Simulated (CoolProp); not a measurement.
Properties of toluene along the isotherm 346.85 °C.

Values from CoolProp's reference Helmholtz-energy equation of state, Lemmon 2006. It is a short technical equation, of lower accuracy than the large ones.

| p (MPa) | phase | density (kg/m³) | cp (kJ/(kg K)) | Joule-Thomson coefficient (K/MPa) |
|---|---|---|---|---|
| 4.13 | supercritical | 123.9 | 3.005 | 11.66 |
| 8.25 | supercritical | 457.8 | 3.149 | 1.816 |
| 12.4 | supercritical | 517.3 | 2.828 | 0.6519 |
| 16.5 | supercritical | 549.6 | 2.727 | 0.3101 |
| 20.6 | supercritical | 572.6 | 2.673 | 0.1395 |
| 24.8 | supercritical | 591.0 | 2.639 | 0.03392 |
| 28.9 | supercritical | 605.9 | 2.615 | -0.03536 |
| 33 | supercritical | 618.7 | 2.597 | -0.08547 |
| 37.1 | supercritical | 630.0 | 2.584 | -0.1234 |
| 41.3 | supercritical | 640.3 | 2.572 | -0.1539 |
